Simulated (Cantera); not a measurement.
Input: 1 mol SiH₄, 3 mol O₂, equilibrated at 0.0133 bar.

Equilibrium computed with Cantera from the NASA thermochemical tables; the gas is ideal and each condensed phase is pure. Candidate condensed phases: H₂O, Si, SiO₂; 18 gas species. The tables hold silica as quartz up to 1696 K and as liquid above; real silica turns to tridymite and cristobalite and melts near 1996 K. Kinetics and transport are ignored.

x: gas mole fraction; n: condensed amount in mol.

```csv
T (K),x H₂O,x O₂,x OH,x O,x H₂,x H,x HO₂,n SiO₂(β-quartz),n SiO₂(condensed)
1100,0.667,0.333,(withheld),1.25e-8,1.32e-8,2.57e-11,4.96e-9,1.00,0
1175,0.667,0.333,(withheld),7.30e-8,7.47e-8,2.90e-10,1.26e-8,1.00,0
1250,0.667,0.333,(withheld),3.46e-7,3.45e-7,2.46e-9,2.85e-8,1.00,0
1325,0.667,0.333,(withheld),1.38e-6,1.34e-6,1.64e-8,5.88e-8,1.00,0
1400,0.666,0.333,(withheld),4.73e-6,4.52e-6,8.95e-8,1.12e-7,1.00,0
1475,0.666,0.333,(withheld),1.43e-5,1.35e-5,4.12e-7,2.01e-7,1.00,0
1550,0.666,0.333,(withheld),3.91e-5,3.61e-5,1.64e-6,3.41e-7,1.00,0
1625,0.665,0.333,(withheld),9.72e-5,8.85e-5,5.75e-6,5.49e-7,1.00,0
1700,0.664,0.332,(withheld),0.000223,0.000201,1.81e-5,8.48e-7,0,1.00
1775,0.663,0.331,(withheld),0.000477,0.000424,5.16e-5,1.26e-6,0,1.000
1850,0.660,0.330,(withheld),0.000960,0.000843,0.000135,1.81e-6,0,1.000
```

Question: Some entries are withheld; supply them.

Answer: 
- 1100, x OH: 5.80e-6
- 1175, x OH: 1.80e-5
- 1250, x OH: 4.90e-5
- 1325, x OH: 0.000119
- 1400, x OH: 0.000262
- 1475, x OH: 0.000535
- 1550, x OH: 0.00102
- 1625, x OH: 0.00182
- 1700, x OH: 0.00309
- 1775, x OH: 0.00502
- 1850, x OH: 0.00783
